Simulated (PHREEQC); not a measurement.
A solution holds 91 mmol/kgw NH4HSO4 and 30 mmol/kgw LiF, at 20 °C. Closed to the air; pH follows from the charge balance.

All values are PHREEQC results (ion-association model, wateq4f.dat), not measurements.

Precipitation was switched off in this run.

Problem. Order these S species by the share of S that they hold, largest first: LiSO4-, SO4-2, HSO4-, NH4SO4-.

Solution. SO4-2 (46 %), HSO4- (38 %), NH4SO4- (14 %), LiSO4- (1.8 %)

The pH is 1.65 and the ionic strength 0.176 mol/kgw. Species that the database lacks are ignored. wateq4f.dat counts part of the HF as a dimer, H2F2, which phreeqc.dat doesn't know; its constant is uncertain.
